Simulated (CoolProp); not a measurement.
The fluid at 293.15 K and 1.8 MPa is throttled through a valve to 1.1 MPa with no heat exchange. The same conditions are run with several fluids, on thermodynamics alone (safety and materials aside).

The numbers come from the reference Helmholtz-energy equation of state of each fluid (dry air: Lemmon 2000; carbon dioxide: Span 1996; fluorine: de Reuck 1990; ethane: Bücker 2006; oxygen: Schmidt 1985) in CoolProp. Blends and air are pseudo-pure fits.

```json
[
 {"fluid": "dry air", "temperature change (K)": "?", "final density (kg/m³)": "13.2"},
 {"fluid": "carbon dioxide", "temperature change (K)": "?", "final density (kg/m³)": "?"},
 {"fluid": "fluorine", "temperature change (K)": "?", "final density (kg/m³)": "?"},
 {"fluid": "ethane", "temperature change (K)": "?", "final density (kg/m³)": "?"},
 {"fluid": "oxygen", "temperature change (K)": "?", "final density (kg/m³)": "14.6"}
]
```

### Question
What belongs in the gaps?

### Answer

- dry air, temperature change (K): -1.6
- carbon dioxide, temperature change (K): -8.4
- carbon dioxide, final density (kg/m³): 21.9
- fluorine, temperature change (K): -1.4
- fluorine, final density (kg/m³): 17.3
- ethane, temperature change (K): -9.3
- ethane, final density (kg/m³): 15.6
- oxygen, temperature change (K): -1.9
